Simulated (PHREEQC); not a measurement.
Make-up at 25 °C: 0.054 mol/kgw NH3 and 0.0062 mol/kgw H3BO3. Closed to the air; pH follows from the charge balance.

Model: ion-association model, phreeqc.dat, run in PHREEQC.

Each row changes one thing in this solution. This is a speciation only: nothing precipitates in the calculation.

```
case                                             pH  ionic strength (mol/kgw)  NH3 (mol/kgw)  NH4+ (mol/kgw)  H2BO3- (mol/kgw)  H3BO3 (mol/kgw)
--------------------------------------------  -----  ------------------------  -------------  --------------  ----------------  ---------------
as made                                       10.20                   0.00581         0.0482         0.00581           0.00563         0.000568
NH3 from 0.054 to 0.0486 mol/kgw              10.15                   0.00573         0.0429         0.00573           0.00558         0.000625
H3BO3 from 0.0062 to 0.0093 mol/kgw           10.03                   0.00823         0.0458         0.00823           0.00811          0.00119
H3BO3 replaced by NaBF4 at the same molality   9.46                    0.0289         0.0313          0.0227           0.00410          0.00208
NH3 replaced by NH4BF4 at the same molality    2.74                    0.0562        1.31e-8          0.0540           2.34e-9          0.00598
NH3 from 0.054 to 0.54 mol/kgw                11.13                   0.00762          0.532         0.00762           0.00613          7.17e-5
```

Species that the database lacks are ignored. Real BF4- forms and hydrolyses slowly; the run takes it at equilibrium.
